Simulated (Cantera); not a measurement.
What does this Cantera script print?

```python
import numpy as np
import cantera as ct

gas_names = """
    NH3 H2O N2O
""".split()
cond_names = """
    Cr2O3(s) Cr2O3(L) Cr(cr) Cr(L)
""".split()


def load(file, names, dense=False):
    # The tables refer to 1 bar. Condensed volumes are neglected.
    table = {s.name: s for s in ct.Species.list_from_file(file)}
    out = []
    for n in names:
        d = dict(table[n].input_data)
        d["thermo"] = dict(d["thermo"], **{"reference-pressure": 1e5})
        if dense:
            d["equation-of-state"] = {"model": "constant-volume", "density": "1e6 g/cm^3"}
        out.append(ct.Species.from_dict(d))
    return out


species = {s.name: s for s in load("nasa_gas.yaml", gas_names) + load("nasa_condensed.yaml", cond_names)}
# Each term lists the table entries of one substance; the one whose range holds T is used.
reactions = {
    '6 NH3(g) + 4 Cr2O3 = 8 Cr + 9 H2O(g) + 3 N2O(g)':
        [(-6, ['NH3']), (-4, ['Cr2O3(s)', 'Cr2O3(L)']), (8, ['Cr(cr)', 'Cr(L)']), (9, ['H2O']), (3, ['N2O'])],
}


def pick(names, T):
    return next(species[n] for n in names if species[n].thermo.min_temp <= T <= species[n].thermo.max_temp)


results = []
for label, terms in reactions.items():
    print(label)
    print("     T/K   dH/kJ  dS/(J/K)   dG/kJ   log10 K")
    for T in [1798, 1898, 1998, 2098, 2198]:
        used = [(nu, pick(names, T)) for nu, names in terms]
        dH = sum(nu * s.thermo.h(T) for nu, s in used) / 1e6
        dS = sum(nu * s.thermo.s(T) for nu, s in used) / 1e3
        dG = dH - T * dS / 1e3
        logK = -dG * 1e6 / (ct.gas_constant * T * np.log(10))
        results.append((label, T, dH, dS, dG, logK, [s.name for _, s in used]))
        print(f"{T:8g} {dH:8.1f} {dS:8.1f} {dG:8.1f} {logK:8.2f}")
```

Result:

```
6 NH3(g) + 4 Cr2O3 = 8 Cr + 9 H2O(g) + 3 N2O(g)
     T/K   dH/kJ  dS/(J/K)   dG/kJ   log10 K
    1798   2839.8    995.7   1049.4   -30.49
    1898   2845.7    998.9    949.7   -26.14
    1998   2853.1   1002.7    849.6   -22.21
    2098   2862.1   1007.1    749.1   -18.65
    2198   3027.6   1084.8    643.1   -15.28
```

Standard-state values (1 bar) from the NASA 1993 polynomials, evaluated with Cantera. Condensed species are held in their standard states even where they would react or evaporate.
